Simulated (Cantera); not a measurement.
Input (Python, Cantera):

```python
import numpy as np
import cantera as ct

gas = ct.Solution("gri30.yaml")
gas.TPX = 1675, 550, {'CH4': 1, 'H2': 2.2}
reactor = ct.IdealGasConstPressureReactor(gas, energy="off", clone=False)
net = ct.ReactorNet([reactor])
net.rtol, net.atol = 1e-08, 1e-18
show = ['CH4', 'H2', 'C2H2', 'CH3', 'C2H6', 'CH2', 'C2H4']
times = np.geomspace(0.0006, 20, 10)

steps = ct.SolutionArray(gas, extra=["t"])
rows = []
print(f"{'t/s':>10s}{'T/K':>9s}{'P/Pa':>11s}" + "".join(f"{s:>11s}" for s in show))
for t in times:
    while net.time < t:
        t_next = net.step()
        steps.append(gas.state, t=t_next)
    rows.append([np.interp(t, steps.t, y) for y in (steps.T, steps.P, *steps(*show).X.T)])
    print(f"{t:10.3e}{rows[-1][0]:9.1f}{rows[-1][1]:11.4g}" + "".join(f"{x:11.3e}" for x in rows[-1][2:]))
rate = np.gradient(steps.T, steps.t)
print("integrator steps:", len(steps.t))
if steps.T.max() > steps.T[0] + 200:
    print(f"time of steepest temperature rise: {steps.t[rate.argmax()]:.4e} s")
gas.TPX = 1675, 550, {'CH4': 1, 'H2': 2.2}
gas.equilibrate("TP")
print(f"equilibrium (TP): T = {gas.T:.1f} K  " + "  ".join(f"{s} {gas[s].X[0]:.3e}" for s in show))
```

Output:

```
       t/s      T/K       P/Pa        CH4         H2       C2H2        CH3       C2H6        CH2       C2H4
 6.000e-04   1675.0        550  3.125e-01  6.875e-01  3.289e-12  3.021e-05  8.590e-10  1.170e-10  2.876e-09
 1.909e-03   1675.0        550  3.124e-01  6.875e-01  4.583e-10  9.688e-05  2.682e-08  1.375e-09  1.121e-07
 6.071e-03   1675.0        550  3.121e-01  6.875e-01  5.973e-08  3.085e-04  6.088e-07  1.414e-08  3.777e-06
 1.931e-02   1675.0        550  3.110e-01  6.877e-01  9.108e-06  9.862e-04  8.751e-06  1.333e-07  1.170e-04
 6.142e-02   1675.0        550  2.989e-01  6.936e-01  1.524e-03  3.079e-03  7.419e-05  1.044e-06  2.519e-03
 1.954e-01   1675.0        550  2.095e-01  7.483e-01  3.419e-02  3.415e-03  7.683e-05  1.646e-06  3.885e-03
 6.214e-01   1675.0        550  9.882e-02  8.180e-01  7.972e-02  1.804e-03  2.007e-05  1.107e-06  9.332e-04
 1.977e+00   1675.0        550  3.144e-02  8.602e-01  1.066e-01  7.160e-04  2.716e-06  6.560e-07  1.428e-04
 6.288e+00   1675.0        550  6.975e-03  8.753e-01  1.162e-01  2.107e-04  1.884e-07  2.938e-07  4.071e-05
 2.000e+01   1675.0        550  1.567e-03  8.786e-01  1.183e-01  5.279e-05  1.093e-08  8.673e-08  3.412e-05
integrator steps: 1143
equilibrium (TP): T = 1675.0 K  CH4 2.451e-04  H2 8.794e-01  C2H2 1.188e-01  CH3 8.360e-06  C2H6 4.291e-10  CH2 1.416e-08  C2H4 3.384e-05
```

Detailed kinetics in Cantera: GRI-Mech 3.0 (53 species, 325 reactions). GRI-Mech 3.0 stops at C3 and has no aromatics, soot or wall deposition, so with more carbon than oxygen in the feed, carbon stays in small species such as C2H2 where larger ones or solid carbon would form. Radical loss at walls, strong at low pressure, is not modelled.
